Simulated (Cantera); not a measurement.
An isothermal, constant-pressure homogeneous reactor starts with H2 : O2 = 0.073 : 1 (molar parts), equivalence ratio 0.036, at 1098 K and 10.00 Torr.

Detailed kinetics in Cantera: the H2/O2 subset of GRI-Mech 3.0, which has no nitrogen chemistry. Radical loss at walls, strong at low pressure, is not modelled. The temperature is held fixed by assumption; the heat of reaction is taken as removed at once.

x: mole fraction; the columns are a selection and need not sum to one.

| t (s) | x H2 | x O2 | x H2O2 | x O | x OH |
|---|---|---|---|---|---|
| 8.00e-6 | 0.0680 | 0.932 | <1e-12 | 2.89e-12 | 2.81e-12 |
| 2.87e-5 | 0.0680 | 0.932 | <1e-12 | 3.36e-11 | 3.06e-11 |
| 0.000103 | 0.0680 | 0.932 | <1e-12 | 3.48e-10 | 2.61e-10 |
| 0.000368 | 0.0680 | 0.932 | 1.01e-12 | 4.63e-9 | ___ |
| 0.00132 | 0.0680 | 0.932 | 1.68e-11 | 1.22e-6 | ___ |
| 0.00473 | 0.00294 | 0.890 | 1.80e-7 | 0.0312 | ___ |
| 0.0169 | 0.000873 | 0.907 | 1.26e-7 | 0.0194 | ___ |
| 0.0607 | 0.000187 | 0.925 | 1.27e-7 | 0.00406 | ___ |
| 0.217 | 1.72e-5 | 0.929 | 7.55e-8 | 0.000382 | ___ |
| 0.779 | 1.62e-6 | 0.929 | 2.68e-8 | 3.73e-5 | ___ |
| 2.79 | 2.18e-7 | 0.930 | 7.87e-9 | 5.21e-6 | ___ |
| 10.0 | 4.01e-8 | 0.930 | 2.21e-9 | 9.83e-7 | ___ |

**Question.** Complete the blanks.

**Answer.** 
- 0.000368, x OH: 2.70e-9
- 0.00132, x OH: 6.73e-7
- 0.00473, x OH: 0.00395
- 0.0169, x OH: 0.00234
- 0.0607, x OH: 0.00107
- 0.217, x OH: 0.000326
- 0.779, x OH: 0.000102
- 2.79, x OH: 3.83e-5
- 10.0, x OH: 1.66e-5
